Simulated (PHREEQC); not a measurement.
Dissolve 3.2 mmol/kgw HF, 0.14 mmol/kgw NH4F, 0.27 mmol/kgw (NH4)2SiF6 and 0.036 mmol/kgw HCl at 20 °C. Closed to the air; pH follows from the charge balance.

Equilibrium calculation in PHREEQC: ion-association model, phreeqc.dat.

Each row changes one thing in this solution. Precipitation was switched off in this run.

| case | pH | ionic strength (mol/kgw) | HF (mol/kgw) | F- (mol/kgw) | SiF6-2 (mol/kgw) | H4SiO4 (mol/kgw) | SI of Quartz (SiO2) |
|---|---|---|---|---|---|---|---|
| as made | 2.93 | 0.00216 | 0.00204 | 0.00134 | 0.000259 | 1.09e-5 | -0.91 |
| temperature from 20 to 25 °C | 2.95 | 0.00211 | 0.00213 | 0.00132 | 0.000249 | 2.11e-5 | -0.69 |
| temperature from 20 to 60 °C | 3.08 | 0.00160 | 0.00321 | 0.00138 | 5.48e-5 | 0.000215 | -0.15 |
| temperature from 20 to 5 °C | 2.89 | 0.00230 | 0.00188 | 0.00145 | 0.000269 | 1.08e-6 | -1.67 |
| HF replaced by (CH3)4NF at the same molality | 3.96 | 0.00411 | 0.000519 | 0.00372 | 0.000118 | 0.000151 | +0.24 |
| temperature from 20 to 55 °C | 3.06 | 0.00168 | 0.00305 | 0.00138 | 8.33e-5 | 0.000187 | -0.15 |
| temperature from 20 to 80 °C | 3.19 | 0.00137 | 0.00360 | 0.00130 | 4.44e-6 | 0.000266 | -0.28 |

Some of these states are supersaturated (in Quartz (slow to form), for instance). (CH3)4N+ isn't in the database: it is added as a free cation with an ion size of 4 Å. At this temperature some constants are extrapolated from 25 °C, and those without enthalpy data are left unchanged. SiF6-2 is the database's only silicon fluoride.
